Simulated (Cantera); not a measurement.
Transport properties of process gases

Gas mixture: H2 : C2H6 = 0.37 : 0.61 (molar parts), at 0.987 atm, frozen composition.

Cantera's kinetic-theory transport with the Lennard-Jones parameters of GRI-Mech 3.0, ideal gas; thermal conductivity in the multicomponent form. The composition is frozen, though it would react at the higher temperatures.

| T (K) | ρ (kg/m³) | cp (J/kg/K) | μ (µPa s) | λ (mW/m/K) | Pr | D (cm²/s) OH | D (cm²/s) H2O | D (cm²/s) CO2 |
|---|---|---|---|---|---|---|---|---|
| 400 | 0.586 | 2649 | 12.9 | 69.6 | 0.490 | 0.541 | 0.388 | 0.274 |
| 600 | 0.390 | 3423 | 18.1 | 111 | 0.555 | 1.10 | 0.846 | 0.577 |
| 800 | 0.293 | 4024 | 22.5 | 154 | 0.588 | 1.79 | 1.44 | 0.960 |
| 1000 | 0.234 | 4505 | 26.5 | 197 | 0.606 | 2.60 | 2.15 | 1.41 |
| 1200 | 0.195 | 4876 | 30.1 | 239 | 0.614 | 3.53 | 2.97 | 1.93 |
| 1400 | 0.167 | 5168 | 33.5 | 279 | 0.619 | 4.57 | 3.89 | 2.51 |
| 1600 | 0.146 | 5397 | 36.6 | 318 | 0.621 | 5.71 | 4.89 | 3.15 |
| 1800 | 0.130 | 5576 | 39.6 | 355 | 0.622 | 6.94 | 5.99 | 3.84 |
| 2000 | 0.117 | 5716 | 42.4 | 391 | 0.621 | 8.27 | 7.16 | 4.58 |
D: mixture-averaged diffusion coefficient of that species in the mixture.
